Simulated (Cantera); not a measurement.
# Reactions in the system O-Pb-S

Cantera with NASA thermochemical tables; ideal gases at 1 bar, condensed phases pure. Values are per mole of reaction as written; species without (g) are pure solids or liquids, kept so even where they would boil at 1 bar.

3 Pb(g) + SO2(g) → PbS + 2 PbO

```csv
T (K),ΔH° (kJ),ΔS° (J/K),ΔG° (kJ),log10 K,condensed phases
575,-813.1,-520.3,-513.9,46.68,"PbS(s), PbO(red)"
625,-810.5,-516.0,-488.0,40.78,"PbS(s), PbO(red)"
675,-807.8,-511.9,-462.3,35.77,"PbS(s), PbO(red)"
725,-805.2,-508.1,-436.8,31.47,"PbS(s), PbO(red)"
775,-802.2,-504.2,-411.5,27.73,"PbS(s), PbO(yellow)"
825,-799.7,-501.1,-386.3,24.46,"PbS(s), PbO(yellow)"
875,-797.2,-498.1,-361.4,21.57,"PbS(s), PbO(yellow)"
925,-794.6,-495.2,-336.5,19.00,"PbS(s), PbO(yellow)"
975,-791.9,-492.4,-311.8,16.71,"PbS(s), PbO(yellow)"
```

2 PbS(g) + SO2(g) → 2 PbO + 3 S

```json
[
 {"T (K)": "575", "ΔH° (kJ)": "-375.0", "ΔS° (J/K)": "-450.9", "ΔG° (kJ)": "-115.7", "log10 K": "10.51", "condensed phases": "PbO(red), S(l)"},
 {"T (K)": "625", "ΔH° (kJ)": "-370.3", "ΔS° (J/K)": "-443.0", "ΔG° (kJ)": "-93.4", "log10 K": "7.81", "condensed phases": "PbO(red), S(l)"},
 {"T (K)": "675", "ΔH° (kJ)": "-366.0", "ΔS° (J/K)": "-436.4", "ΔG° (kJ)": "-71.4", "log10 K": "5.53", "condensed phases": "PbO(red), S(l)"},
 {"T (K)": "725", "ΔH° (kJ)": "-362.0", "ΔS° (J/K)": "-430.6", "ΔG° (kJ)": "-49.7", "log10 K": "3.58", "condensed phases": "PbO(red), S(l)"},
 {"T (K)": "775", "ΔH° (kJ)": "-357.8", "ΔS° (J/K)": "-425.0", "ΔG° (kJ)": "-28.3", "log10 K": "1.91", "condensed phases": "PbO(yellow), S(l)"},
 {"T (K)": "825", "ΔH° (kJ)": "-353.9", "ΔS° (J/K)": "-420.3", "ΔG° (kJ)": "-7.2", "log10 K": "0.46", "condensed phases": "PbO(yellow), S(l)"},
 {"T (K)": "875", "ΔH° (kJ)": "-349.9", "ΔS° (J/K)": "-415.5", "ΔG° (kJ)": "13.7", "log10 K": "-0.82", "condensed phases": "PbO(yellow), S(l)"},
 {"T (K)": "925", "ΔH° (kJ)": "-345.5", "ΔS° (J/K)": "-410.6", "ΔG° (kJ)": "34.3", "log10 K": "-1.94", "condensed phases": "PbO(yellow), S(l)"},
 {"T (K)": "975", "ΔH° (kJ)": "-341.1", "ΔS° (J/K)": "-406.0", "ΔG° (kJ)": "54.7", "log10 K": "-2.93", "condensed phases": "PbO(yellow), S(l)"}
]
```

PbS(g) + O3(g) → PbO + SO2(g)

| T (K) | ΔH° (kJ) | ΔS° (J/K) | ΔG° (kJ) | log10 K | condensed phases |
|---|---|---|---|---|---|
| 575 | -785.8 | -166.5 | -690.1 | 62.69 | PbO(red) |
| 625 | -785.0 | -165.1 | -681.8 | 56.98 | PbO(red) |
| 675 | -784.1 | -163.8 | -673.5 | 52.12 | PbO(red) |
| 725 | -783.2 | -162.5 | -665.4 | 47.94 | PbO(red) |
| 775 | -782.1 | -161.1 | -657.3 | 44.30 | PbO(yellow) |
| 825 | -781.3 | -160.1 | -649.3 | 41.11 | PbO(yellow) |
| 875 | -780.5 | -159.1 | -641.3 | 38.28 | PbO(yellow) |
| 925 | -779.6 | -158.1 | -633.4 | 35.77 | PbO(yellow) |
| 975 | -778.7 | -157.1 | -625.5 | 33.51 | PbO(yellow) |
